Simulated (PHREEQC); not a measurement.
Na2CO3 is added in steps, without added water, to 1 kg of water holding 0.004 mol/kgw HF, 0.0033 mol/kgw NH4F and 0.00059 mol/kgw HCl, at 25 °C. Oxygen alone is held at its pressure in air (log pO2 = -0.68). The system is closed to CO2. Nothing may precipitate in this run.

Base run: PHREEQC, ion-association model, wateq4f.dat. Each further column changes one thing. The table gives pH.

```csv
Na2CO3 added (mol),base,HCl replaced by KCl at the same molality,HF left out,diluted 5-fold with water,solids may form
0,3.12,…,3.94,…,3.12
0.0004,3.26,3.37,6.36,4.39,3.26
0.0008,3.41,3.54,8.12,7.07,3.41
0.0016,3.84,4.10,8.88,9.48,3.84
0.002,4.24,5.04,9.07,9.76,4.24
0.0024,5.39,6.02,…,9.94,5.39
0.0028,6.07,6.43,9.37,10.06,6.07
0.0036,6.72,7.17,9.59,10.22,6.72
0.004,7.05,7.80,9.69,10.28,7.05
0.0044,7.51,8.38,9.76,10.33,7.51
0.0048,8.16,8.69,9.83,10.37,8.16
0.0056,8.79,9.04,…,10.44,8.79
0.006,8.95,9.16,9.99,10.47,8.95
0.0064,9.09,9.27,10.04,10.49,9.09
```

Problem. Fill in the missing entries.

Solution. 
- 0, HCl replaced by KCl at the same molality: 3.22
- 0, diluted 5-fold with water: 3.42
- 0.0024, HF left out: 9.23
- 0.0056, HF left out: 9.95

 Solids allowed in the column 'solids may form': Halite, Nahcolite, Natron.
